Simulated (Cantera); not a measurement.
Input: 1 mol SiF4, 810 mol H2, 0.0092 mol C2H2, at 923.15 K.

Equilibrium computed with Cantera from the NASA thermochemical tables; the gas is ideal and each condensed phase is pure. Candidate condensed phases: C, C6H6, C7H8, C8H18, Si, SiC; 113 gas species. Kinetics and transport are ignored.

Task: Which condensed phases are stable at each of these points (P (Pa)): 100, 240, 560, 1300, 3200, 7500, 18000, 42000, 100000?

Result: 
```csv
P (Pa),condensed phases,Si condensed (%)
100,SiC(s),0.1
240,gas only,0.0
560,gas only,0.0
1300,gas only,0.0
3200,gas only,0.0
7500,gas only,0.0
18000,gas only,0.0
42000,gas only,0.0
100000,gas only,0.0
```

At 1.00 mbar the condensed part is SiC(s). From 2.40 mbar to 1.00 bar nothing is condensed.
